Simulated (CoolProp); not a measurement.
Values from CoolProp's reference Helmholtz-energy equation of state, Zhou 2012.

Give the vapour pressure (MPa), enthalpy of vaporisation (kJ/kg), liquid viscosity (µPa s), liquid conductivity (mW/(m K)) of saturated p-xylene at 398.1, 445, 454.3 K.


```csv
T (K),p (MPa),enthalpy of vaporisation (kJ/kg),liquid viscosity (µPa s),liquid conductivity (mW/(m K))
398.1,0.0699,344,242,103
445,0.230,314,174,93.5
454.3,0.281,308,163,91.9
```

Viscosity comes from a separate model (Balogun 2015). Thermal conductivity comes from a separate model (Mylona 2014).
